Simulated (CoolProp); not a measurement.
c-C4F8 (RC318) along the isobar 3.81 MPa: fugacity coefficient from the reference equation and from simpler models built on Tc = 115.2 °C, pc = 2.778 MPa, ω = 0.355; each cubic takes its own stable root.

The numbers come from the reference Helmholtz-energy equation of state, Platzer 1990 in CoolProp. This equation is an older, rougher fit; its heat capacities, sound speeds and derivatives of the liquid may be far off and weren't checked against measurements.

```
T (°C)          phase  reference  van der Waals  Soave-Redlich-Kwong  Peng-Robinson
------  -------------  ---------  -------------  -------------------  -------------
65.45          liquid     0.2396         0.3796           (withheld)         0.2340
81.55          liquid     0.3221         0.4376               0.3287         0.3146
97.75          liquid     0.4149         0.4965           (withheld)         0.4046
113.85         liquid     0.5120     (withheld)               0.5191         0.4973
129.95  supercritical     0.6039         0.6087               0.6073         0.5820
146.15  supercritical     0.6698         0.6573               0.6719         0.6443
162.25  supercritical     0.7165         0.6953               0.7197         0.6910
178.45  supercritical     0.7543         0.7257               0.7592         0.7301
194.55  supercritical     0.7858         0.7511               0.7925         0.7632
210.75  supercritical     0.8129     (withheld)               0.8214         0.7922
226.85  supercritical     0.8363         0.7927               0.8463     (withheld)
```

Q: Some entries are withheld; supply them.

A: 
- 65.45, Soave-Redlich-Kwong: 0.2444
- 97.75, Soave-Redlich-Kwong: 0.4226
- 113.85, van der Waals: 0.5541
- 210.75, van der Waals: 0.7733
- 226.85, Peng-Robinson: 0.8174
